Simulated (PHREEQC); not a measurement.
**Metal-bearing waste water: speciation**

Dissolve 5.2 mmol/kgw CuSO4, 18 mmol/kgw HCl and 6.5 mmol/kgw Na2SO4 at 5 °C. Closed to the air; pH follows from the charge balance.

The numbers come from PHREEQC with the ion-association model, phreeqc.dat.

The pH is 1.90 and the ionic strength is 0.0465 mol/kgw. The specific conductance comes out as 4460 µS/cm. The total alkalinity is -18.0 meq/kg.

```csv
species,molality,activity,log γ
Cl-,0.0180,0.0148,-0.084
H+,0.0147,0.0126,-0.065
Na+,0.0128,0.0107,-0.079
SO4-2,0.00700,0.00337,-0.317
Cu+2,0.00399,0.00200,-0.300
HSO4-,0.00334,0.00278,-0.081
CuSO4,0.00117,0.00119,0.005
NaSO4-,0.000188,0.000157,-0.077
CuCl+,3.38e-5,2.79e-5,-0.083
CuCl2,1.74e-7,1.76e-7,0.005
CuOH+,1.92e-9,1.59e-9,-0.083
```

No solid was allowed to form. Constants without temperature data keep their 25 °C values here.
